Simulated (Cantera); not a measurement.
Feed: 1 mol Si, 2.3 mol NF₃, 7 mol Cl₂, held at 1100 K and 0.630 bar.

Equilibrium computed with Cantera from the NASA thermochemical tables; the gas is ideal and each condensed phase is pure. Candidate condensed phases: Si, Si₃N₄; 24 gas species. Kinetics and transport are ignored.

Base state: Cl₂ 0.523, ClF 0.273, N₂ 0.108, SiF₄ 0.0943, Cl 0.00138, F 0.000264 (mole fractions); condensed: gas only.

Q: What changes in the equilibrium state with this change: pressure from 0.630 bar to 0.240 bar?

A: 
```json
[
 {"species": "Cl₂", "before": "0.523", "after": "0.522"},
 {"species": "ClF", "before": "0.273", "after": "0.273"},
 {"species": "N₂", "before": "0.108", "after": "0.108"},
 {"species": "Cl", "before": "0.00138", "after": "0.00223"},
 {"species": "SiF₄", "before": "0.0943", "after": "0.0942"},
 {"species": "F", "before": "0.000264", "after": "0.000428"}
]
```
